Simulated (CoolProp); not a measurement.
Vapour-liquid equilibrium of cyclohexane (1) + ethylbenzene (2) at 496.3 K; x and y are mole fractions of (1).

Values from CoolProp's multi-fluid Helmholtz-energy mixture model, Zhou 2014 and Zhou 2012; pair parameters Bell 2016.

| x | bubble pressure (bar) | y at the bubble point | dew pressure at overall composition x (bar) | liquid density (mol/L) |
|---|---|---|---|---|
| 0.05 | 7.239 | 0.119 | 6.849 | 6.269 |
| 0.15 | 8.544 | 0.308 | 7.425 | 6.297 |
| 0.25 | 9.841 | 0.450 | 8.099 | 6.321 |
| 0.35 | 11.12 | 0.560 | 8.895 | 6.341 |
| 0.45 | 12.37 | 0.651 | 9.845 | 6.357 |
| 0.55 | 13.60 | 0.727 | 10.99 | 6.370 |
| 0.65 | 14.82 | 0.794 | 12.37 | 6.380 |
| 0.75 | 16.02 | 0.855 | 14.01 | 6.387 |
| 0.85 | 17.24 | 0.913 | 15.92 | 6.391 |
| 0.95 | 18.47 | 0.971 | 18.02 | 6.395 |

No azeotrope shows between x = 0.05 and 0.95.

The pair parameters rest on a limited set of measurements; away from them the model extrapolates.
